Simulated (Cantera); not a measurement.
An isothermal, constant-pressure homogeneous reactor starts with NH3 : N2 = 1 : 0.96 (molar parts), at 1725 K and 10.5 Torr.

Cantera simulation using the gas-phase N/H chemistry of the illustrative SiF4/NH3 mechanism in the Surface Chemkin manual (1991); the numbers are that mechanism's predictions, not measurements. Walls and surfaces, which speed up NH3 decomposition in real reactors, are not modelled.

Task: Predict: x(NH3) at 10.0 s; x(NH2) at 10.0 s; x(H) at 10.0 s; x(N) at 10.0 s; x(NH) at 10.0 s; x(N2H2) at 10.0 s.

Result: 
| Item | Value |
|---|---|
| x(NH3) at 10.0 s | 0.292 (gas-phase equilibrium 1.20e-7) |
| x(NH2) at 10.0 s | 0.000207 (gas-phase equilibrium 6.88e-10) |
| x(H) at 10.0 s | 5.97e-5 (gas-phase equilibrium 0.00112) |
| x(N) at 10.0 s | 1.87e-7 (gas-phase equilibrium 5.37e-11) |
| x(NH) at 10.0 s | 2.86e-6 (gas-phase equilibrium 8.53e-11) |
| x(N2H2) at 10.0 s | 1.20e-6 (gas-phase equilibrium <1e-12) |
